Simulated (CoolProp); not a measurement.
Vapour-liquid equilibrium of R143a (1) + R1234yf (2) at 9.25 °C; x and y are mole fractions of (1).

Values from CoolProp's multi-fluid Helmholtz-energy mixture model, Lemmon and Jacobsen 2000 and Lemmon 2022; pair parameters Bell 2016.

```json
[
 {"x": "0.05", "bubble pressure, mixture model (MPa)": "0.4490", "bubble pressure, Raoult's law (MPa)": "0.4470", "y, mixture model": "0.089", "y, Raoult's law": "0.092"},
 {"x": "0.15", "bubble pressure, mixture model (MPa)": "0.4909", "bubble pressure, Raoult's law (MPa)": "0.4861", "y, mixture model": "[?]", "y, Raoult's law": "0.253"},
 {"x": "0.25", "bubble pressure, mixture model (MPa)": "[?]", "bubble pressure, Raoult's law (MPa)": "0.5252", "y, mixture model": "0.372", "y, Raoult's law": "0.390"},
 {"x": "0.35", "bubble pressure, mixture model (MPa)": "0.5709", "bubble pressure, Raoult's law (MPa)": "0.5642", "y, mixture model": "0.484", "y, Raoult's law": "0.508"},
 {"x": "0.45", "bubble pressure, mixture model (MPa)": "0.6097", "bubble pressure, Raoult's law (MPa)": "0.6033", "y, mixture model": "0.583", "y, Raoult's law": "0.610"},
 {"x": "0.55", "bubble pressure, mixture model (MPa)": "0.6479", "bubble pressure, Raoult's law (MPa)": "0.6424", "y, mixture model": "0.673", "y, Raoult's law": "0.701"},
 {"x": "0.65", "bubble pressure, mixture model (MPa)": "0.6859", "bubble pressure, Raoult's law (MPa)": "0.6815", "y, mixture model": "0.754", "y, Raoult's law": "0.780"},
 {"x": "0.75", "bubble pressure, mixture model (MPa)": "0.7236", "bubble pressure, Raoult's law (MPa)": "0.7206", "y, mixture model": "0.830", "y, Raoult's law": "0.852"},
 {"x": "0.85", "bubble pressure, mixture model (MPa)": "0.7614", "bubble pressure, Raoult's law (MPa)": "0.7597", "y, mixture model": "[?]", "y, Raoult's law": "0.916"},
 {"x": "0.95", "bubble pressure, mixture model (MPa)": "0.7993", "bubble pressure, Raoult's law (MPa)": "0.7988", "y, mixture model": "0.968", "y, Raoult's law": "0.973"}
]
```

### Question
Fill in the missing entries.

### Answer

- 0.15, y, mixture model: 0.243
- 0.25, bubble pressure, mixture model (MPa): 0.5314
- 0.85, y, mixture model: 0.901

The largest gap from Raoult's law is +1.2 % in bubble pressure, at x = 0.25. No azeotrope shows between x = 0.05 and 0.95.

Pair parameters are fitted to limited data, so mixtures are less certain than the pure fluids.
